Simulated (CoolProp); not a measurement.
Ethanol at several states: fugacity coefficient from the reference equation and from simpler models built on Tc = 514.7 K, pc = 6.268 MPa, ω = 0.644; each cubic takes its own stable root.

Model: reference Helmholtz-energy equation of state, Schroeder 2014, in CoolProp.

| T (K) | p (MPa) | phase | reference |
|---|---|---|---|
| 299 | 3.61 | liquid | 0.002483 |
| 227.3 | 0.0725 | liquid | 0.0004212 |
| 441.2 | 0.197 | gas | 0.9802 |
| 261.3 | 0.731 | liquid | 0.0009287 |
| 601 | 24.1 | supercritical | 0.5379 |

How far does each simpler model (van der Waals, Redlich-Kwong) lie from the reference over these 5 states: mean and median of the absolute difference, and the worst?


- van der Waals: mean 52379.2 %, median 5244.3 %, worst +228817.4 % at 227.3 K and 0.0725 MPa
- Redlich-Kwong: mean 2073.3 %, median 998.3 %, worst +6842.1 % at 227.3 K and 0.0725 MPa
